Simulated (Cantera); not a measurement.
Charge: 1 mol SiH4, 3 mol HCl, a varied amount of H2, equilibrated at 1275 K and 1 atm.

Points: n(H2) (mol) = 11, 14, 17, 21, 25, 31, 38, 47, 58, 71.

Cantera's Mixture.equilibrate('TP', solver="vcs", rtol=1e-11, max_steps=5000) on the NASA tables stopped like this:

```
ERROR: FAILURE its = 5001!

*******************************************************************************
CanteraError thrown by MultiPhase::equilibrate:
VCS solver failed. Return code: -1
*******************************************************************************
```

### Question
What got this run through?

### Answer
One answer among several that fit: The failure is numerical, not chemical. The same input converged with solver="gibbs", rtol=1e-10, max_steps=50000, and the result passed a check of the equilibrium conditions:
```
log10 of partial pressures in bar; condensed amounts in mol
     n(H2)        H2       HCL     SiCL4    SiHCL3     SiCL2     SiCL3   SiH2CL2    Si(cr)
        11    -0.036    -1.326    -1.720    -1.825    -2.201    -2.367    -2.788    0.2957
        14    -0.031    -1.351    -1.834    -1.908    -2.258    -2.453    -2.840    0.3163
        17    -0.027    -1.374    -1.934    -1.981    -2.308    -2.528    -2.886     0.336
        21    -0.023    -1.402    -2.051    -2.066    -2.366    -2.615    -2.940    0.3609
        25    -0.020    -1.426    -2.154    -2.143    -2.418    -2.693    -2.989    0.3844
        31    -0.017    -1.459    -2.291    -2.244    -2.487    -2.796    -3.054    0.4173
        38    -0.014    -1.492    -2.431    -2.347    -2.557    -2.901    -3.121    0.4525
        47    -0.012    -1.530    -2.589    -2.465    -2.636    -3.019    -3.198    0.4933
        58    -0.009    -1.572    -2.759    -2.591    -2.721    -3.147    -3.280    0.5373
        71    -0.007    -1.615    -2.936    -2.723    -2.809    -3.279    -3.367    0.5825
```

The gas is ideal and each condensed phase is pure. The tables' values for SiCl3 are old estimates; treat these amounts as uncertain.
